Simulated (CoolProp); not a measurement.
Vapour-liquid equilibrium of propane (1) + cyclopropane (2) at 343.1 K; x and y are mole fractions of (1).

Model: multi-fluid Helmholtz-energy mixture model, Lemmon 2009 and Polt 1992; pair parameters Bell 2016, in CoolProp. This equation is an older, rougher fit; its heat capacities, sound speeds and derivatives of the liquid may be far off and weren't checked against measurements.

```tsv
x	bubble pressure, mixture model (MPa)	bubble pressure, Raoult's law (MPa)	y, mixture model	y, Raoult's law
0.05	2.119	2.098	0.064	0.062
0.125	2.186	2.136	0.154	0.151
0.2	2.248	2.174	0.239	0.238
0.275	2.306	2.213	0.318	0.321
0.35	2.359	2.251	0.393	0.402
0.425	2.407	2.290	0.466	0.480
0.5	2.450	2.328	0.536	0.555
0.575	2.488	2.367	0.604	0.628
0.65	2.520	2.405	0.672	0.698
0.725	2.547	2.443	0.740	0.767
0.8	2.567	2.482	0.808	0.833
0.875	2.580	2.520	0.878	0.897
0.95	2.585	2.559	0.950	0.960
```

The largest gap from Raoult's law is +5.2 % in bubble pressure, at x = 0.5. No azeotrope shows between x = 0.05 and 0.95.

Pair parameters are fitted to limited data, so mixtures are less certain than the pure fluids.
